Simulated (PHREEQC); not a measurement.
Consider water at 94 °C with 8.9e-05 mol CaSO4, 0.053 mol Na2HPO4, 7.2e-05 mol H4SiO4 and 0.001 mol NaCl per kg of water. Closed to the air; pH follows from the charge balance.

Computed with PHREEQC (ion-association model, phreeqc.dat).

This is a speciation only: nothing precipitates in the calculation.

Problem. Order these Ca species by the share of Ca that they hold, largest first: CaHPO4, CaPO4-, Ca+2.

Solution. CaPO4- (77 %), CaHPO4 (20 %), Ca+2 (3.2 %)

The pH is 8.61 and the ionic strength 0.154 mol/kgw. Saturation is exceeded, for instance for Hydroxyapatite; the values hold only as long as no solid forms. Constants without temperature data keep their 25 °C values here.
